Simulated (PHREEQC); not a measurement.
A solution holds 2.5 mmol/kgw HF, 1.5 mmol/kgw H2SiF6, 0.81 mmol/kgw H3PO4 and 1.5 mmol/kgw HNO3, at 39 °C. Closed to the air; pH follows from the charge balance.

All values are PHREEQC results (ion-association model, phreeqc.dat), not measurements.

```yaml
pH: 2.35
ionic_strength: 0.00591 mol/kgw
total_alkalinity: -13.8 meq/kg
```

```
species  molality  activity   log γ
-------  --------  --------  ------
H+        0.00477   0.00443  -0.033
HF        0.00417   0.00417   0.001
NO3-      0.00150   0.00138  -0.037
SiF6-2    0.00113  0.000815  -0.143
F-       0.000528  0.000485  -0.037
H2PO4-   0.000475  0.000438  -0.035
H4SiO4   0.000369  0.000369   0.001
```

This is a speciation only: nothing precipitates in the calculation. The solution is supersaturated, for example in Quartz (slow to form), so a real one may precipitate; this is no full list. Away from 25 °C the constants follow the database's enthalpies or fits; those with neither stay at their 25 °C values. SiF6-2 is the database's only silicon fluoride.
